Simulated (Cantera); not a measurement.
A freely propagating, adiabatic, planar premixed flame of CH4 : O2 : N2 = 1 : 1.82 : 6.84 (molar parts), unburnt at 525 K and 500000 Pa; mixture-averaged transport, grid criteria slope 0.08 and curve 0.16, no radiation.

Computed with Cantera and GRI-Mech 3.0 (53 species, 325 reactions). Burning velocities carry a grid error of a few per cent, more on coarse grids.

**Question.** What does this change do: CH4 1 to 1.3 parts?

**Answer.** 
```
quantity                     before      after
------------------------  ---------  ---------
laminar burning velocity  55.6 cm/s  23.6 cm/s
thermal thickness          0.109 mm   0.234 mm
peak x(C2H4)               0.000955    0.00214
peak x(CH2)                 5.73e-5    2.22e-5
```

**Question.** What does this change do: N2 6.84 to 8.8 parts?

**Answer.** 
| quantity | before | after |
|---|---|---|
| laminar burning velocity | 55.6 cm/s | 29.2 cm/s |
| thermal thickness | 0.109 mm | 0.177 mm |
| peak x(C2H4) | 0.000955 | 0.000836 |
| peak x(CH2) | 5.73e-5 | 2.68e-5 |
